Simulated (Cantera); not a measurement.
**Ignition delay**

Mixture: 15.2 % CO, 21.2 % H2, 10.1 % O2, 53.5 % N2, at 750 Torr, adiabatic and at constant pressure. Ignition delay is the time to a rise of 400 K.

Model: GRI-Mech 3.0 (53 species, 325 reactions), integrated in Cantera. Where the delays flatten at high temperature, the 400 K rule measures the pace of heat release, not the induction time.

| T0 (K) | delay (ms) |
|---|---|
| 1198 | 0.0699 |
| 1273 | 0.0507 |
| 1348 | 0.0400 |
| 1423 | 0.0338 |
| 1498 | 0.0304 |
| 1573 | 0.0289 |
